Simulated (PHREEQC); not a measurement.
0.068 g of hydrous ferric oxide (600 m²/g; 0.2 weak and 0.005 strong sites per Fe, Dzombak-Morel constants, diffuse double layer) in 1 kg of water with 0.1 mol/kgw of an inert sodium salt and 2.7e-06 mol/kgw Na2SO4, at 25 °C; the pH is set by adding NaOH or the inert anion's acid. Oxygen is held at 0.21 atm. The system is closed to CO2. Precipitation was switched off in this run.

Model: ion-association model, wateq4f.dat, run in PHREEQC.

```csv
pH,S sorbed (%),surface charge σ (C/m²),surface potential ψ (mV)
3,94.8,0.352,151
3.67,94.1,0.332,148
4.33,90.5,0.282,140
5,77.1,0.209,125
5.67,43.6,0.139,104
6.33,11.4,0.085,80
7,1.4,0.045,52
7.67,0.1,0.016,21
8.33,0.0,-0.008,-11
9,0.0,-0.034,-42
9.67,0.0,-0.071,-72
10.33,0.0,-0.121,-97
11,0.0,-0.190,-120
```

The oxide is taken as insoluble; below pH 4 it would dissolve.
